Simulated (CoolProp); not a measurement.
Methanol at 298.15 K and 0.00749 MPa flows at 2.4 m/s in a round tube of 2 mm bore and 15 µm roughness, fully developed (64/Re and Nu = 3.66 if laminar; Colebrook and Gnielinski if turbulent). Each further row changes one setting.

The numbers come from the reference Helmholtz-energy equation of state, de Reuck 1993 in CoolProp.

```tsv
case	Reynolds number	Darcy friction factor	pressure drop (Pa/m)	heat-transfer coefficient (W/(m² K))	mass flow (kg/h)
as stated	?	1.32	?	27.6	?
velocity 4.8 m/s	97.0	0.660	?	27.6	?
diameter 4 mm	97.0	0.660	46.3	?	?
```

Fill in the missing entries.


- as stated, Reynolds number: 48.5
- as stated, pressure drop (Pa/m): 185
- as stated, mass flow (kg/h): 0.00264
- velocity 4.8 m/s, pressure drop (Pa/m): 370
- velocity 4.8 m/s, mass flow (kg/h): 0.00529
- diameter 4 mm, heat-transfer coefficient (W/(m² K)): 13.8
- diameter 4 mm, mass flow (kg/h): 0.0106

Viscosity comes from a separate model (Xiang 2006). Thermal conductivity comes from a separate model (Sykioti 2013).
